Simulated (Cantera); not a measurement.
An adiabatic, constant-volume homogeneous reactor starts with CO : H₂ : O₂ : N₂ = 1 : 0.15 : 0.359 : 1.55 (molar parts), equivalence ratio 1.6, at 1675 K and 1.00 bar. Integrator tolerance rtol = 1e-08.

Computed with Cantera and GRI-Mech 3.0 (53 species, 325 reactions).

Task: What does this change do: N2 1.55 to 0.98 parts?

Result: 
```csv
quantity,before,after
time of steepest temperature rise,17.6 µs,14.5 µs
temperature at 1.00 s,2949 K,3041 K
equilibrium temperature,2949 K,3041 K
x(CO) at 1.00 s,0.211 (gas-phase equilibrium 0.211),0.275 (gas-phase equilibrium 0.275)
x(H₂) at 1.00 s,0.00708 (gas-phase equilibrium 0.00708),0.00909 (gas-phase equilibrium 0.00909)
x(O₂) at 1.00 s,0.0207 (gas-phase equilibrium 0.0207),0.0305 (gas-phase equilibrium 0.0305)
x(OH) at 1.00 s,0.0138 (gas-phase equilibrium 0.0138),0.0198 (gas-phase equilibrium 0.0198)
x(H₂O) at 1.00 s,0.0344 (gas-phase equilibrium 0.0344),0.0397 (gas-phase equilibrium 0.0397)
x(HO₂) at 1.00 s,4.49e-6 (gas-phase equilibrium 4.49e-6),7.68e-6 (gas-phase equilibrium 7.68e-6)
```
Above 3000 K some thermodynamic fits are extrapolated.

Task: What does this change do: 0.27 parts CO2 added?

Result: 
```json
[
 {"quantity": "time of steepest temperature rise", "before": "17.6 µs", "after": "18.8 µs"},
 {"quantity": "temperature at 1.00 s", "before": "2949 K", "after": "2827 K"},
 {"quantity": "equilibrium temperature", "before": "2949 K", "after": "2827 K"},
 {"quantity": "x(CO) at 1.00 s", "before": "0.211 (gas-phase equilibrium 0.211)", "after": "0.197 (gas-phase equilibrium 0.197)"},
 {"quantity": "x(H₂) at 1.00 s", "before": "0.00708 (gas-phase equilibrium 0.00708)", "after": "0.00473 (gas-phase equilibrium 0.00473)"},
 {"quantity": "x(O₂) at 1.00 s", "before": "0.0207 (gas-phase equilibrium 0.0207)", "after": "0.0215 (gas-phase equilibrium 0.0215)"},
 {"quantity": "x(OH) at 1.00 s", "before": "0.0138 (gas-phase equilibrium 0.0138)", "after": "0.0108 (gas-phase equilibrium 0.0108)"},
 {"quantity": "x(H₂O) at 1.00 s", "before": "0.0344 (gas-phase equilibrium 0.0344)", "after": "0.0358 (gas-phase equilibrium 0.0358)"},
 {"quantity": "x(HO₂) at 1.00 s", "before": "4.49e-6 (gas-phase equilibrium 4.49e-6)", "after": "3.67e-6 (gas-phase equilibrium 3.67e-6)"}
]
```
